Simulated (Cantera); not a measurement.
## Stirred combustor or abatement burner

A perfectly stirred reactor is fed with 16.1 % CO, 9.33 % H2, 14.0 % O2, 52.4 % N2, 8.20 % H2O, equivalence ratio 0.91, at 1.30 bar; it is adiabatic with a 625 K inlet, and is followed from long to short residence time, starting on the burning branch (τ in s: 0.094, 0.03, 0.0097, 0.0031, 0.00099, 0.00032, 0.0001, 3.2e-05, 1e-05, 3.3e-06).

Cantera simulation using GRI-Mech 3.0 (53 species, 325 reactions); the numbers are that mechanism's predictions, not measurements.

| τ (s) | T (K) | x CO | x H2 | x O2 | x N2O | x H2O |
|---|---|---|---|---|---|---|
| 0.094 | 2351 | 0.0174 | 0.00350 | 0.0210 | 2.52e-7 | 0.191 |
| 0.030 | 2341 | 0.0187 | 0.00378 | 0.0223 | 2.48e-7 | 0.190 |
| 0.0097 | 2310 | 0.0220 | 0.00454 | 0.0246 | 2.45e-7 | 0.188 |
| 0.0031 | 2238 | 0.0289 | 0.00627 | 0.0285 | 2.30e-7 | 0.184 |
| 0.00099 | 2121 | 0.0385 | 0.00908 | 0.0341 | 2.02e-7 | 0.178 |
| 0.00032 | 1968 | 0.0491 | 0.0125 | 0.0406 | 1.73e-7 | 0.169 |
| 0.00010 | 1768 | 0.0629 | 0.0157 | 0.0494 | 1.48e-7 | 0.160 |
| 3.2e-5 | 1467 | 0.101 | 0.0182 | 0.0714 | 1.20e-7 | 0.155 |
| 1.0e-5 | 625 | 0.161 | 0.0933 | 0.140 | <1e-12 | 0.0820 |
| 3.3e-6 | 625 | 0.161 | 0.0933 | 0.140 | <1e-12 | 0.0820 |
x: mole fraction; the columns are a selection and need not sum to one.
